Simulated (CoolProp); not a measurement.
Vapour-liquid equilibrium of CH2F2 (R32) (1) + fluoroethane (R161) (2) at -36.15 °C; x and y are mole fractions of (1).

The numbers come from the multi-fluid Helmholtz-energy mixture model, Tillner-Roth 1997 and Wu 2012; pair parameters Bell 2016 in CoolProp.

```tsv
x	bubble pressure (bar)	y at the bubble point	dew pressure at overall composition x (bar)	liquid density (mol/L)
0.05	1.155	0.108	1.114	17.18
0.125	1.258	0.240	1.167	17.49
0.2	1.350	0.346	1.225	17.82
0.275	1.435	0.435	1.287	18.17
0.35	1.515	0.513	1.354	18.53
0.425	1.590	0.583	1.426	18.90
0.5	1.663	0.647	1.501	19.30
0.575	1.732	0.707	1.581	19.71
0.65	1.800	0.764	1.665	20.14
0.725	1.867	0.818	1.753	20.59
0.8	1.933	0.870	1.844	21.07
0.875	1.998	0.920	1.939	21.57
0.95	2.063	0.969	2.038	22.10
```

No azeotrope shows between x = 0.05 and 0.95.

The pair parameters rest on a limited set of measurements; away from them the model extrapolates.
